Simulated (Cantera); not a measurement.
Input (Python, Cantera) and output of one run.

```python
import numpy as np
import cantera as ct

gas_names = """
    AL ALH ALN ALO ALOH ALO2 ALO2H AL2 AL2O AL2O2 H HALO HNO HNO2 HNO3 HO2 H2 H2O H2O2 N NH NH2 NH3
    NH2OH NO NO2 NO3 N2 N2H2 N2H4 N2O O OH O2 O3
""".split()
cond_names = """
    AL(cr) AL(L) ALN(s) AL2O3(a) AL2O3(L) H2O(s) H2O(L)
""".split()


# ... load() reads the species with a 1 bar reference pressure and builds the phases ...
atoms = {
    'Al': {'AL': 1},
    'N2O': {'N': 2, 'O': 1},
    'H2': {'H': 2},
}
top_T = {'ALN(s)': 2750}  # K; cautious upper limits of use, not melting points


# ... equilibrate(T, P, feed) seeds the gas with the atoms and calls Mixture.equilibrate('TP', solver="vcs", rtol=1e-11, max_steps=5000) ...
results = []
T = 1625  # K
P = 16000  # Pa
for m in [1.4, 2.6, 3.8, 5, 6.2, 7.4, 8.6, 9.8, 11, 12]:
    feed = {'Al': 1, 'N2O': m, 'H2': 8.6}  # mol
    mix = equilibrate(T, P, feed)
    results.append((T, P, feed, dict(zip(mix.species_names, mix.species_moles))))

top = {s: max(r[3][s] / sum(r[3][g] for g in gas_names) for r in results) for s in gas_names}
cols = sorted((s for s in top if top[s] > 0.001), key=lambda s: -top[s])[:8]
seen = [c for c in cond_names if any(r[3].get(c, 0) > 1e-12 for r in results)]
print("log10 of partial pressures in bar; condensed amounts in mol")
print(f"{'n(N2O)':>10s}" + "".join(f"{s[:9]:>10s}" for s in cols + seen))
for T, P, feed, n in results:
    ng = sum(n[g] for g in gas_names)
    print(f"{feed['N2O']:10.4g}" + "".join(f"{np.log10(max(n[s] / ng * P / 1e5, 1e-99)):10.3f}" for s in cols)
          + "".join(f"{n.get(c, 0):10.4g}" for c in seen))
```

Output:

```
log10 of partial pressures in bar; condensed amounts in mol
    n(N2O)        H2        N2       H2O        O2    ALN(s)  AL2O3(a)
       1.4    -0.860    -1.659    -5.774   -19.933   0.06673    0.4666
       2.6    -0.970    -1.430    -1.804   -11.772         0       0.5
       3.8    -1.090    -1.310    -1.528   -10.980         0       0.5
         5    -1.222    -1.230    -1.385   -10.432         0       0.5
       6.2    -1.375    -1.174    -1.294    -9.943         0       0.5
       7.4    -1.569    -1.131    -1.229    -9.426         0       0.5
       8.6    -1.855    -1.097    -1.180    -8.754         0       0.5
       9.8    -2.583    -1.069    -1.142    -7.221         0       0.5
        11    -4.990    -1.057    -1.164    -2.452         0       0.5
        12    -5.169    -1.051    -1.195    -2.157         0       0.5
```

Cantera equilibrium calculation (NASA polynomials, part measured and part estimated; ideal gas, pure solids and liquids). Mutual solubility and eutectic melting of coexisting phases are not modelled. Gases not in the tables: Al(OH)3.
